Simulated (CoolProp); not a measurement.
Octamethyltrisiloxane (MDM) along the isotherm 575 K: fugacity coefficient from the reference equation and from simpler models built on Tc = 565.4 K, pc = 1.438 MPa, ω = 0.528; each cubic takes its own stable root.

Values from CoolProp's reference Helmholtz-energy equation of state, Thol 2017.

```json
[
 {"p (MPa)": "0.0114", "phase": "gas", "reference": "0.9975", "van der Waals": "0.9977", "Redlich-Kwong": "0.9974"},
 {"p (MPa)": "0.0192", "phase": "gas", "reference": "0.9958", "van der Waals": "0.9962", "Redlich-Kwong": "0.9957"},
 {"p (MPa)": "0.0324", "phase": "gas", "reference": "0.9930", "van der Waals": "0.9936", "Redlich-Kwong": "0.9927"},
 {"p (MPa)": "0.0546", "phase": "gas", "reference": "0.9882", "van der Waals": "0.9892", "Redlich-Kwong": "0.9877"},
 {"p (MPa)": "0.0922", "phase": "gas", "reference": "0.9800", "van der Waals": "0.9818", "Redlich-Kwong": "0.9793"},
 {"p (MPa)": "0.156", "phase": "gas", "reference": "0.9663", "van der Waals": "0.9692", "Redlich-Kwong": "0.9650"},
 {"p (MPa)": "0.263", "phase": "gas", "reference": "0.9433", "van der Waals": "0.9481", "Redlich-Kwong": "0.9413"},
 {"p (MPa)": "0.443", "phase": "gas", "reference": "0.9047", "van der Waals": "0.9127", "Redlich-Kwong": "0.9018"},
 {"p (MPa)": "0.748", "phase": "gas", "reference": "0.8396", "van der Waals": "0.8528", "Redlich-Kwong": "0.8359"},
 {"p (MPa)": "1.26", "phase": "gas", "reference": "0.7289", "van der Waals": "0.7498", "Redlich-Kwong": "0.7257"},
 {"p (MPa)": "2.13", "phase": "supercritical", "reference": "0.5261", "van der Waals": "0.5531", "Redlich-Kwong": "0.5276"},
 {"p (MPa)": "3.59", "phase": "supercritical", "reference": "0.3669", "van der Waals": "0.4095", "Redlich-Kwong": "0.3762"}
]
```
